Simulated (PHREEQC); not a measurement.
Consider water at 25 °C with 0.059 mol Al2(SO4)3, 0.00012 mol HBF4, 0.00016 mol CuCl2 and 0.0053 mol KHCO3 per kg of water. Closed to the air; pH follows from the charge balance.

Model: ion-association model, phreeqc.dat, run in PHREEQC.

Question: The ionic strength comes out as 0.194 mol/kgw. What activity coefficients do KSO4-, AlSO4+, SO4-2, AlF+2, CuHCO3+ get?

Answer: KSO4- 0.75, AlSO4+ 0.73, SO4-2 0.30, AlF+2 0.31, CuHCO3+ 0.75.

No solid was allowed to form. The solution is supersaturated, for example in Al(OH)3(a), Gibbsite (slow to form), so a real one may precipitate; this is no full list. Species that the database lacks are ignored. Real BF4- forms and hydrolyses slowly; the run takes it at equilibrium. Fluoro complexes past AlF4- and FeF3 are missing from the database.
